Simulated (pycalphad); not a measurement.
# Effect of C content in Si-C

CALPHAD calculation (pycalphad, COST 507 light-alloy database (1999)), 1 atm. No gas phase is included, though pure Si would boil below 2945 °C. These are 1990s assessments: newer ones move some temperatures and phases. Amounts are mole fractions of atoms. Diffusion is slow at the low end, where real alloys seldom reach equilibrium.

| alloy | liquidus (°C) | first solid | solidus (°C) | phases at 627 °C |
|---|---|---|---|---|
| Si-2.36C (wt.%) | 2545 | CSI | 1414 | diamond (Si) 0.89, CSI 0.11 |
| Si-4.875C (wt.%) | 2709 | CSI | 1414 | diamond (Si) 0.79, CSI 0.21 |
| Si-7.558C (wt.%) | ? | CSI | 1414 | ? |
| Si-10.43C (wt.%) | 2945 | graphite | 1414 | diamond (Si) 0.57, CSI 0.43 |

Problem. What belongs in the gaps?

Solution. 
- Si-7.558C (wt.%), liquidus (°C): 2805
- Si-7.558C (wt.%), phases at 627 °C: diamond (Si) 0.68, CSI 0.32

Database names, with the compositions (at.%) that they take in these runs: CSI: Si 50 C 50.
